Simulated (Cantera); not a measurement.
An isothermal, constant-pressure homogeneous reactor starts with 3.38 % H2, 37.2 % O2, 59.5 % N2, equivalence ratio 0.045, at 1350 K and 0.00316 atm.

Computed with Cantera and GRI-Mech 3.0 (53 species, 325 reactions). Radical loss at walls, strong at low pressure, is not modelled. The temperature is held fixed by assumption; the heat of reaction is taken as removed at once.

One state of this run: x H2 = 0.000784; x O2 = 0.347; x NO = 3.38e-7; x O = 0.0194; x H2O2 = 8.59e-9; x N2O = 1.73e-9. x: mole fraction; the columns are a selection and need not sum to one.

### Question
Which value of t (s) does it belong to?
A. 0.299
B. 20.0
C. 4.93
D. 0.000271

### Answer
A, 0.299
